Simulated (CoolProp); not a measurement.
A single-stage vapour-compression cycle with the fluid: evaporating at 261.15 K (dew point), condensing at 326.15 K (bubble point), superheat 10 K, subcooling 0 K, compressor efficiency 0.7, no pressure losses. The same conditions are run with several fluids, on thermodynamics alone (safety and materials aside).

Values from CoolProp's reference Helmholtz-energy equation of state of each fluid (R152A: Outcalt 1996; R125: Lemmon 2005; R404A: Lemmon 2003; R123: Younglove 1994; chloromethane (R40): Thol 2014; n-perfluorobutane: Gao 2022). Blends and air are pseudo-pure fits.

```tsv
fluid	cooling COP	pressure ratio	discharge temperature (K)	refrigerating effect (kJ/kg)	volumetric capacity (kJ/m³)
R152A	2.07	7.56	379.0	213	1100
R125	1.39	6.03	348.3	59.3	1590
R404A	1.57	6.16	355.2	85.7	1660
R123	2.18	12.7	359.4	126	159
chloromethane (R40)	2.16	7.28	443.4	318	1240
n-perfluorobutane	1.29	9.03	326.2	34.8	253
```

The compression ends wet for: n-perfluorobutane.
